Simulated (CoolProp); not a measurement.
Values from CoolProp's reference Helmholtz-energy equation of state, Lemmon 2003. It is a pseudo-pure fit of the blend.

**Question.** For R507A, give the phase and the Z, Joule-Thomson coefficient (K/MPa), isothermal compressibility (1/MPa), expansivity (1/kK) at 417.6 K and 52.9 bar; 417.6 K and 79.4 bar; 417.6 K and 132 bar.

**Answer.** 
- 417.6 K and 52.9 bar: supercritical; Z 0.727, Joule-Thomson coefficient 6.34, isothermal compressibility 0.259, expansivity 6.76
- 417.6 K and 79.4 bar: supercritical; Z 0.612, Joule-Thomson coefficient 5.06, isothermal compressibility 0.178, expansivity 9.94
- 417.6 K and 132 bar: supercritical; Z 0.589, Joule-Thomson coefficient 1.83, isothermal compressibility 0.0530, expansivity 7.07
